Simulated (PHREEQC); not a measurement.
A PHREEQC speciation (ion-association model, phreeqc.dat) at 25 °C gives pH 4.31 and these molalities:

| species | mol/kgw |
|---|---|
| CuSO4 | 0.243 |
| SO4-2 | 0.197 |
| Cu+2 | 0.196 |
| Al(SO4)2- | 0.00907 |
| AlSO4+ | 0.00858 |
| Al+3 | 0.000691 |
| HSO4- | 0.000207 |
| Cu2(OH)2+2 | 9.95e-5 |
| H+ | 6.48e-5 |
| AlOH+2 | 5.31e-5 |
| CuOH+ | 1.42e-5 |
| Al(OH)2+ | 2.51e-6 |

Q: What are the element totals, and what could have been dissolved in 1 kg of water to give them?

A: One answer among several that fit: totals Al 0.0184, Cu(2) 0.440, S(6) 0.468 mol/kgw, from 0.44 mol CuSO4 and 0.0092 mol Al2(SO4)3 per kg of water.

This is a speciation only: nothing precipitates in the calculation. The solution is supersaturated, for example in Gibbsite (slow to form), so a real one may precipitate; this is no full list. The ionic strength is past about 0.7 mol/kgw, beyond the range of this activity model, so the values are rough. Species that the database lacks are ignored.
